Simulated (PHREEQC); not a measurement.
Make-up at 25 °C: 0.0252 mol CuSO4 per kg of water. Closed to the air; pH follows from the charge balance.

The numbers come from PHREEQC with the ion-association model, wateq4f.dat.

**Question.** The ionic strength comes out as 0.0623 mol/kgw. What activity coefficients do H+, Cu2(OH)2+2, HSO4-, CuOH+, SO4-2 get?

**Answer.** H+ 0.85, Cu2(OH)2+2 0.43, HSO4- 0.81, CuOH+ 0.80, SO4-2 0.43.

Precipitation was switched off in this run. Examples of supersaturated solids here: Antlerite, Brochantite. Others may be too. Complexes and solids missing from the database can't appear.
